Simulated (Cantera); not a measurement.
Equilibrium for boron, boron nitride and boron oxide: B₂O₃ + O₂ + N₂

Feed: 1 mol B₂O₃, 0.096 mol O₂, 10 mol N₂, equilibrated at 7.50 Torr.

These are equilibrium values from Cantera (NASA tables, ideal gas, pure condensed phases), not measurements of a reactor. Candidate condensed phases: B, BN, B₂O₃; 17 gas species. Kinetics and transport are ignored.

| T (°C) | x N₂ | x B₂O₃ | x O₂ | x BO₂ | x NO | x O | x BO | n B₂O₃(l) |
|---|---|---|---|---|---|---|---|---|
| 1077 | 0.990 | 7.03e-5 | 0.00944 | 5.80e-6 | 0.000129 | 4.10e-7 | 3.83e-11 | 0.999 |
| 1127 | 0.990 | 0.000240 | 0.00942 | 1.65e-5 | 0.000172 | 9.18e-7 | 2.65e-10 | 0.997 |
| 1177 | 0.990 | 0.000751 | 0.00938 | 4.35e-5 | 0.000225 | 1.94e-6 | 1.59e-9 | 0.992 |
| 1227 | 0.988 | 0.00217 | 0.00931 | 0.000107 | 0.000289 | 3.91e-6 | 8.51e-9 | 0.978 |
| 1277 | 0.984 | 0.00583 | 0.00920 | 0.000250 | 0.000363 | 7.51e-6 | 4.07e-8 | 0.940 |
| 1327 | 0.975 | 0.0147 | 0.00900 | 0.000547 | 0.000446 | 1.38e-5 | 1.77e-7 | 0.847 |
| 1377 | 0.955 | 0.0348 | 0.00861 | 0.00114 | 0.000531 | 2.40e-5 | 7.03e-7 | 0.630 |
| 1427 | 0.911 | 0.0782 | 0.00787 | 0.00223 | 0.000604 | 3.97e-5 | 2.61e-6 | 0.129 |
| 1477 | 0.900 | 0.0885 | 0.00749 | 0.00308 | 0.000705 | 6.47e-5 | 6.46e-6 | 0 |
| 1527 | 0.900 | 0.0881 | 0.00720 | 0.00394 | 0.000822 | 0.000103 | 1.43e-5 | 0 |
| 1577 | 0.900 | 0.0875 | 0.00685 | 0.00496 | 0.000946 | 0.000160 | 3.03e-5 | 0 |
| 1627 | 0.899 | 0.0869 | 0.00646 | 0.00614 | 0.00107 | 0.000240 | 6.18e-5 | 0 |
| 1677 | 0.899 | 0.0861 | 0.00602 | 0.00749 | 0.00120 | 0.000350 | 0.000122 | 0 |
| 1727 | 0.898 | 0.0853 | 0.00553 | 0.00900 | 0.00133 | 0.000497 | 0.000233 | 0 |
x: gas mole fraction; n: condensed amount in mol.

From 1077 °C to 1427 °C the condensed part is B₂O₃(l). From 1477 °C to 1727 °C nothing is condensed. The main B-bearing gas is B₂O₃ throughout.
